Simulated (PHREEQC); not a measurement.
Consider water at 20 °C with 9.6 mmol/kgw HBF4 and 1.9 mmol/kgw (NH4)2CO3. Closed to the air; pH follows from the charge balance.

Model: ion-association model, wateq4f.dat, run in PHREEQC.

```
quantity                    before     after
------------------------  --------  --------
pH                            2.31      2.32
ionic strength (mol/kgw)   0.00918    0.0202
NH3 (mol/kgw)             2.78e-10  2.73e-10
```

What was changed between the two runs?
(A) HBF4 left out
(B) 0.011 mol/kgw LiBr added
(C) diluted 5-fold with water
(D) 0.00036 mol/kgw KOH added
(E) (NH4)2CO3 replaced by NH4Br at the same molality

B, 0.011 mol/kgw LiBr added

No solid was allowed to form. Real BF4- forms and hydrolyses slowly; the run takes it at equilibrium.
